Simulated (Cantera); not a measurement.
A freely propagating, adiabatic, planar premixed flame of CH4 : C2H6 : O2 : N2 = 1 : 1.1 : 7.05 : 26.5 (molar parts), equivalence ratio 0.83, unburnt at 525 K and 975 Torr; mixture-averaged transport, grid criteria slope 0.08 and curve 0.16, no radiation.

Cantera simulation using GRI-Mech 3.0 (53 species, 325 reactions); the numbers are that mechanism's predictions, not measurements. Burning velocities carry a grid error of a few per cent, more on coarse grids.

Problem. How do the results move with these cheaper or finer settings: unity-Lewis-number transport; multicomponent transport; multicomponent+Soret transport; grid criteria slope 0.5, curve 1; grid criteria slope 0.25, curve 0.5; grid criteria slope 0.03, curve 0.06?

Solution. 
| setting | laminar burning velocity | thermal thickness | peak x(OH) | peak x(HCN) | grid points |
|---|---|---|---|---|---|
| as above | 85.2 cm/s | 0.286 mm | 0.00849 | 1.16e-6 | 136 |
| unity-Lewis-number transport | 68.1 cm/s | 0.308 mm | 0.00886 | 1.22e-6 | 142 |
| multicomponent transport | 85.6 cm/s | 0.289 mm | 0.00850 | 1.17e-6 | 136 |
| multicomponent+Soret transport | 84.5 cm/s | 0.290 mm | 0.00846 | 1.14e-6 | 136 |
| grid criteria slope 0.5, curve 1 | 95.4 cm/s | 0.310 mm | 0.00882 | 1.23e-6 | 33 |
| grid criteria slope 0.25, curve 0.5 | 87.3 cm/s | 0.294 mm | 0.00858 | 1.18e-6 | 57 |
| grid criteria slope 0.03, curve 0.06 | 83.0 cm/s | 0.284 mm | 0.00839 | 1.14e-6 | 348 |
The base run took roughly 12 core-seconds.
Unity Lewis numbers drop preferential diffusion, which matters most where H2 and H carry the flame; Soret adds thermal diffusion.
